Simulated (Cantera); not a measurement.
A freely propagating, adiabatic, planar premixed flame of 29.1 % CO, 4.66 % H₂, 1.72 % CH₄, 13.5 % O₂, 51.0 % N₂, equivalence ratio 1.5, unburnt at 625 K and 4280 Torr; unity-Lewis-number transport, grid criteria slope 0.08 and curve 0.16, no radiation.

Cantera simulation using GRI-Mech 3.0 (53 species, 325 reactions); the numbers are that mechanism's predictions, not measurements. Unity Lewis numbers drop preferential diffusion, which matters most where H2 and H carry the flame. Burning velocities carry a grid error of a few per cent, more on coarse grids.

### Question
Predict: laminar burning velocity; thermal thickness; peak x(CH₃); peak x(H₂O₂).

### Answer
- laminar burning velocity: 164 cm/s
- thermal thickness: 0.0609 mm
- peak x(CH₃): 0.000248
- peak x(H₂O₂): 3.47e-5
